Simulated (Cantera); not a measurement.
A Cantera script and what it prints.

```python
import numpy as np
import cantera as ct

gas_names = """
    B BCL BCL2 BCL3 BO BOCL BO2 B2 B2O B2O2 B2O3 B3O3CL3 CL CLO CL2 O O2 O3
""".split()
cond_names = """
    B(b) B(L) B2O3(L)
""".split()


# ... load() reads the species with a 1 bar reference pressure and builds the phases ...
atoms = {
    'B': {'B': 1},
    'Cl2': {'CL': 2},
    'O2': {'O': 2},
}
top_T = {}  # K; cautious upper limits of use, not melting points


# ... equilibrate(T, P, feed) seeds the gas with the atoms and calls Mixture.equilibrate('TP', solver="vcs", rtol=1e-11, max_steps=5000) ...
results = []
feed = {'B': 1, 'Cl2': 1.3, 'O2': 1}  # mol
T = 1325  # K
P = 8300  # Pa
mix = equilibrate(T, P, feed)
results.append((T, P, feed, dict(zip(mix.species_names, mix.species_moles))))
print(gas.report(threshold=0.0001))
for i in range(1, mix.n_phases):
    print(f"{mix.phase(i).name:16s} {mix.phase_moles(i):12.5e} mol")
```

Output:

```
       temperature   1325 K
          pressure   8300 Pa
           density   0.047526 kg/m^3
  mean mol. weight   63.082 kg/kmol
   phase of matter   gas

                          1 kg             1 kmol
                     ---------------   ---------------
          enthalpy        6.6993e+05        4.2261e+07  J
   internal energy        4.9529e+05        3.1244e+07  J
           entropy            4687.2        2.9568e+05  J/K
    Gibbs function       -5.5406e+06       -3.4952e+08  J
 heat capacity c_p            578.97             36523  J/K
 heat capacity c_v            447.17             28208  J/K

                      mass frac. Y      mole frac. X     chem. pot. / RT
                     ---------------   ---------------   ---------------
                CL          0.026846          0.047772           -16.323
               CLO        0.00014062        0.00017242           -32.187
               CL2           0.89309           0.79461           -32.646
                O2          0.079826           0.15737           -31.727
     [  +14 minor]        9.6773e-05        7.0733e-05

B(b)              0.00000e+00 mol
B2O3(L)           4.99932e-01 mol
```

Equilibrium computed with Cantera from the NASA thermochemical tables; the gas is ideal and each condensed phase is pure. The tables' values for BOCl are old estimates; treat these amounts as uncertain.
